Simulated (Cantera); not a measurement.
Input (Python, Cantera) and output of one run.

```python
import numpy as np
import cantera as ct

gas_names = [...]  # 45 gases of nasa_gas.yaml made of Al, Cl, H, N, O
cond_names = """
    AL(cr) AL(L) ALCL3(s) ALCL3(L) ALN(s) AL2O3(a) AL2O3(L) H2O(s) H2O(L) NH4CL(a) NH4CL(b)
""".split()


# ... load() reads the species with a 1 bar reference pressure and builds the phases ...
atoms = {
    'AlCl3': {'AL': 1, 'CL': 3},
    'H2O': {'H': 2, 'O': 1},
    'N2': {'N': 2},
}
top_T = {'ALN(s)': 2750}  # K; cautious upper limits of use, not melting points


# ... equilibrate(T, P, feed) seeds the gas with the atoms and calls Mixture.equilibrate('TP', solver="vcs", rtol=1e-11, max_steps=5000) ...
results = []
T = 1000  # K
P = 13332.2  # Pa
for m in [7.1, 16, 34, 76, 170, 370, 800]:
    feed = {'AlCl3': 1, 'H2O': 25, 'N2': m}  # mol
    mix = equilibrate(T, P, feed)
    results.append((T, P, feed, dict(zip(mix.species_names, mix.species_moles))))

top = {s: max(r[3][s] / sum(r[3][g] for g in gas_names) for r in results) for s in gas_names}
cols = sorted((s for s in top if top[s] > 1e-06), key=lambda s: -top[s])[:5]
seen = [c for c in cond_names if any(r[3].get(c, 0) > 1e-12 for r in results)]
print("log10 of partial pressures in bar; condensed amounts in mol")
print(f"{'n(N2)':>10s}" + "".join(f"{s[:9]:>10s}" for s in cols + seen))
for T, P, feed, n in results:
    ng = sum(n[g] for g in gas_names)
    print(f"{feed['N2']:10.4g}" + "".join(f"{np.log10(max(n[s] / ng * P / 1e5, 1e-99)):10.3f}" for s in cols)
          + "".join(f"{n.get(c, 0):10.4g}" for c in seen))
```

It prints:

```
log10 of partial pressures in bar; condensed amounts in mol
     n(N2)        N2       H2O       HCL  AL2O3(a)
       7.1    -1.550    -1.030    -1.924       0.5
        16    -1.299    -1.132    -2.026       0.5
        34    -1.125    -1.286    -2.180       0.5
        76    -1.005    -1.515    -2.409       0.5
       170    -0.938    -1.797    -2.691       0.5
       370    -0.905    -2.102    -2.996       0.5
       800    -0.889    -2.421    -3.315       0.5
```

Equilibrium computed with Cantera from the NASA thermochemical tables; the gas is ideal and each condensed phase is pure.
